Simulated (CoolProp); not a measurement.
m-xylene along the isotherm 346.85 °C: density (kg/m³) from the reference equation and from simpler models built on Tc = 343.7 °C, pc = 3535 kPa, ω = 0.326; each cubic takes its own stable root.

The numbers come from the reference Helmholtz-energy equation of state, Zhou 2012 in CoolProp.

```
p (kPa)          phase  reference  van der Waals  Redlich-Kwong  Soave-Redlich-Kwong
-------  -------------  ---------  -------------  -------------  -------------------
379                gas      8.125          8.066          8.104                8.103
757                gas      16.96          16.70          16.86                16.86
1140               gas      26.83          26.19          26.59                26.58
1510               gas      37.51          36.24          37.01                36.99
1890               gas      50.03          47.77          49.11                49.06
2270               gas      64.78          61.00          63.18                63.07
2650               gas      83.01          76.84          80.26                80.06
3030               gas      107.5          97.36          102.7                102.3
3410               gas      147.9          130.4          139.3                137.8
3790     supercritical      373.0          251.3          285.3                277.8
4170     supercritical      416.8          277.5          324.4                320.8
4540     supercritical      436.8          292.0          345.5                342.7
4920     supercritical      451.0          302.8          361.3                359.0
5300     supercritical      462.2          311.5          374.0                372.0
```
